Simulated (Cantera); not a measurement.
# Stirred combustor or abatement burner

A perfectly stirred reactor is fed with 9.23 % H2, 7.56 % O2, 83.2 % N2, at 405 Torr; it is adiabatic with a 400 K inlet, and is followed from long to short residence time, starting on the burning branch (τ in s: 0.26, 0.11, 0.048, 0.021, 0.0088, 0.0038, 0.0016, 0.00069, 0.0003, 0.00013, 5.5e-05, 2.3e-05, 1e-05).

Computed with Cantera and the H2/O2 subset of GRI-Mech 3.0, which has no nitrogen chemistry.

```csv
τ (s),T (K),x H2,x O2,x H2O,x H2O2,x OH,x O,x HO2
0.26,1130,0.000397,0.0311,0.0962,7.80e-7,0.000108,3.90e-5,6.60e-6
0.11,1127,0.000690,0.0312,0.0959,1.04e-6,0.000145,6.96e-5,8.63e-6
0.048,1123,0.00117,0.0314,0.0953,1.29e-6,0.000192,0.000118,1.06e-5
0.021,1115,0.00199,0.0318,0.0943,1.53e-6,0.000251,0.000194,1.26e-5
0.0088,1099,0.00358,0.0325,0.0925,1.71e-6,0.000320,0.000305,1.47e-5
0.0038,1069,0.00692,0.0342,0.0887,1.74e-6,0.000366,0.000415,1.75e-5
0.0016,400,0.0923,0.0756,<1e-12,<1e-12,<1e-12,<1e-12,<1e-12
0.00069,400,0.0923,0.0756,<1e-12,<1e-12,<1e-12,<1e-12,<1e-12
0.00030,400,0.0923,0.0756,<1e-12,<1e-12,<1e-12,<1e-12,<1e-12
0.00013,400,0.0923,0.0756,<1e-12,<1e-12,<1e-12,<1e-12,<1e-12
5.5e-5,400,0.0923,0.0756,<1e-12,<1e-12,<1e-12,<1e-12,<1e-12
2.3e-5,400,0.0923,0.0756,<1e-12,<1e-12,<1e-12,<1e-12,<1e-12
1.0e-5,400,0.0923,0.0756,<1e-12,<1e-12,<1e-12,<1e-12,<1e-12
```
x: mole fraction; the columns are a selection and need not sum to one.
